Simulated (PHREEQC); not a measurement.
Consider water at 25 °C with 0.055 mol TMAH, 0.00028 mol H3BO3 and 0.00052 mol (CH3)4NCl per kg of water. Closed to the air; pH follows from the charge balance.

The numbers come from PHREEQC with the ion-association model, phreeqc.dat.

```csv
quantity,before,after
pH,12.64,12.36
H3BO3 (mol/kgw),8.99e-8,1.81e-7
```

Problem. Name the change that produced these shifts.
(A) H3BO3 replaced by NH4BF4 at the same molality
(B) H3BO3 from 0.00028 to 0.0014 mol/kgw
(C) diluted 5-fold with water
(D) (CH3)4NCl from 0.00052 to 0.00078 mol/kgw
(E) TMAH from 0.055 to 0.0275 mol/kgw

Solution. E, TMAH from 0.055 to 0.0275 mol/kgw

Precipitation was switched off in this run. (CH3)4N+ isn't in the database: it is added as a free cation with an ion size of 4 Å.
